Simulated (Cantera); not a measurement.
Cantera run:

```python
import numpy as np
import cantera as ct

gas_names = """
    H HNO HNO2 HNO3 HO2 H2 H2O H2O2 N NH NH2 NH3 NH2OH NO NO2 NO3 N2 N2H2 N2H4 N2O O OH O2 O3 V VN VO
    VO2
""".split()
cond_names = """
    H2O(s) H2O(L) V(cr) V(L) VN(s) VO(s) VO(L) V2O3(s) V2O3(L) V2O4(I) V2O4(II) V2O4(L) V2O5(s) V2O5(L)
""".split()


# ... load() reads the species with a 1 bar reference pressure and builds the phases ...
atoms = {
    'V2O5': {'V': 2, 'O': 5},
    'H2': {'H': 2},
    'N2': {'N': 2},
}
top_T = {'VN(s)': 2300}  # K; cautious upper limits of use, not melting points


# ... equilibrate(T, P, feed) seeds the gas with the atoms and calls Mixture.equilibrate('TP', solver="vcs", rtol=1e-11, max_steps=5000) ...
results = []
feed = {'V2O5': 1, 'H2': 530, 'N2': 3.1}  # mol
T = 2273  # K
P = 1000  # Pa
mix = equilibrate(T, P, feed)
results.append((T, P, feed, dict(zip(mix.species_names, mix.species_moles))))
x = sorted(zip(gas.X, gas.species_names), reverse=True)
print(f"T = {T:g} K  P = {P:g} Pa  gas = {mix.phase_moles(0):.4g} mol")
print("   x: " + "  ".join(f"{s} {v:.3e}" for v, s in x if v > 1e-06))
print("   condensed (mol): " + ("  ".join(f"{mix.phase(i).name} {mix.phase_moles(i):.4g}"
      for i in range(1, mix.n_phases) if mix.phase_moles(i) > 1e-12) or "none"))
```

It prints:

```
T = 2273 K  P = 1000 Pa  gas = 557.4 mol
   x: H2 9.062e-01  H 7.997e-02  N2 5.561e-03  H2O 4.655e-03  VO 2.016e-03  VO2 1.116e-03  V 4.561e-04  OH 6.376e-05  O 3.862e-06
   condensed (mol): none
```

These are equilibrium values from Cantera (NASA tables, ideal gas, pure condensed phases), not measurements of a reactor.
